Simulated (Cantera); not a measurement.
A Cantera script and what it prints.

```python
import numpy as np
import cantera as ct

gas_names = """
    HF O2 Ca OH
""".split()
cond_names = """
    CaF2(a) CaF2(b) CaF2(L)
""".split()


# ... load() reads the species with a 1 bar reference pressure and builds the phases ...
species = {s.name: s for s in load("nasa_gas.yaml", gas_names) + load("nasa_condensed.yaml", cond_names)}
# Each term lists the table entries of one substance; the one whose range holds T is used.
reactions = {
    '2 HF(g) + O2(g) + Ca(g) = 2 OH(g) + CaF2':
        [(-2, ['HF']), (-1, ['O2']), (-1, ['Ca']), (2, ['OH']), (1, ['CaF2(a)', 'CaF2(b)', 'CaF2(L)'])],
}


def pick(names, T):
    return next(species[n] for n in names if species[n].thermo.min_temp <= T <= species[n].thermo.max_temp)


results = []
for label, terms in reactions.items():
    print(label)
    print("     T/K   dH/kJ  dS/(J/K)   dG/kJ   log10 K")
    for T in [550, 600, 650, 700, 750, 800, 850, 900, 950, 1000, 1050]:
        used = [(nu, pick(names, T)) for nu, names in terms]
        dH = sum(nu * s.thermo.h(T) for nu, s in used) / 1e6
        dS = sum(nu * s.thermo.s(T) for nu, s in used) / 1e3
        dG = dH - T * dS / 1e3
        logK = -dG * 1e6 / (ct.gas_constant * T * np.log(10))
        results.append((label, T, dH, dS, dG, logK, [s.name for _, s in used]))
        print(f"{T:8g} {dH:8.1f} {dS:8.1f} {dG:8.1f} {logK:8.2f}")
```

Output:

```
2 HF(g) + O2(g) + Ca(g) = 2 OH(g) + CaF2
     T/K   dH/kJ  dS/(J/K)   dG/kJ   log10 K
     550   -773.9   -257.0   -632.5    60.07
     600   -772.6   -254.8   -619.7    53.95
     650   -771.3   -252.7   -607.0    48.78
     700   -769.9   -250.7   -594.4    44.36
     750   -768.5   -248.7   -582.0    40.53
     800   -767.0   -246.8   -569.6    37.19
     850   -765.5   -245.0   -557.3    34.25
     900   -763.9   -243.1   -545.1    31.63
     950   -762.2   -241.3   -533.0    29.30
    1000   -760.4   -239.5   -520.9    27.21
    1050   -758.6   -237.7   -509.0    25.32
```

Cantera with NASA thermochemical tables; ideal gases at 1 bar, condensed phases pure. Condensed species are held in their standard states even where they would react or evaporate.
